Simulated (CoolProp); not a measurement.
R11 at several states: density (kg/m³) from the reference equation and from simpler models built on Tc = 471.1 K, pc = 4.408 MPa, ω = 0.189; each cubic takes its own stable root.

Computed with CoolProp (reference Helmholtz-energy equation of state, Jacobsen 1992).

```
T (K)  p (MPa)   phase  reference  van der Waals  Redlich-Kwong  Peng-Robinson
-----  -------  ------  ---------  -------------  -------------  -------------
383       1.15  liquid       1245          58.07          61.04           1298
443.4    0.213     gas      8.099          8.073          8.097          8.117
200     0.0937  liquid       1692           1054           1571           1775
```

At some of these states van der Waals, Redlich-Kwong gives the other phase, because its saturation line lies elsewhere.
